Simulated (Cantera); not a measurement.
# BN + O2 + H2 (nitride etching)

Charge: 1 mol BN, 7.9 mol O2, 1.3 mol H2, held at 1.80 Pa.

Cantera equilibrium calculation (NASA polynomials, part measured and part estimated; ideal gas, pure solids and liquids). Candidate condensed phases: B, BN, B2O3, B3O3H3, H2O; 39 gas species. Rates play no part.

From 1400 °C to 1750 °C nothing is condensed. The main B-bearing gas is HBO2 throughout.

| T (°C) | x O2 | x O | x H2O | x HBO2 | x N2 | x H | x BO2 | x OH |
|---|---|---|---|---|---|---|---|---|
| 1400 | 0.726 | 0.00671 | 0.0955 | 0.0947 | 0.0558 | 0.000536 | 0.00748 | 0.00618 |
| 1450 | 0.720 | 0.0114 | 0.0949 | 0.0911 | 0.0554 | 0.00111 | 0.0101 | 0.00863 |
| 1500 | 0.710 | 0.0186 | 0.0935 | 0.0869 | 0.0549 | 0.00222 | 0.0133 | 0.0118 |
| 1550 | 0.696 | 0.0297 | 0.0911 | 0.0819 | 0.0542 | 0.00423 | 0.0171 | 0.0156 |
| 1600 | 0.677 | 0.0459 | 0.0871 | 0.0760 | 0.0533 | 0.00773 | 0.0214 | 0.0202 |
| 1650 | 0.651 | 0.0688 | 0.0811 | 0.0691 | 0.0520 | 0.0136 | 0.0261 | 0.0254 |
| 1700 | 0.616 | 0.100 | 0.0726 | 0.0610 | 0.0504 | 0.0227 | 0.0311 | 0.0307 |
| 1750 | 0.572 | 0.142 | 0.0615 | 0.0518 | 0.0483 | 0.0363 | 0.0360 | 0.0354 |
x: gas mole fraction; nothing condenses.
